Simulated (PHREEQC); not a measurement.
Make-up at 20 °C: 0.0017 mol TMAH, 4.6e-05 mol Na2SiO3 and 0.00011 mol K2CO3 per kg of water. Closed to the air; pH follows from the charge balance.

Model: ion-association model, phreeqc.dat, run in PHREEQC.

```tsv
quantity	before	after
pH	11.39	11.43
ionic strength (mol/kgw)	0.00211	0.00248
CO3-2 (mol/kgw)	0.000101	0.000102
HCO3- (mol/kgw)	8.51e-6	7.67e-6
H4SiO4 (mol/kgw)	1.39e-6	6.31e-6
SI of Quartz (SiO2)	-1.80	-1.14
```

Task: Name the change that produced these shifts.
A. TMAH from 0.0017 to 0.00034 mol/kgw
B. TMAH replaced by (CH3)4NF at the same molality
C. 0.00018 mol/kgw Na2CO3 added
D. Na2SiO3 from 4.6e-05 to 0.00023 mol/kgw
E. temperature from 20 to 30 °C

Result: D, Na2SiO3 from 4.6e-05 to 0.00023 mol/kgw

This is a speciation only: nothing precipitates in the calculation. (CH3)4N+ isn't in the database: it is added as a free cation with an ion size of 4 Å.
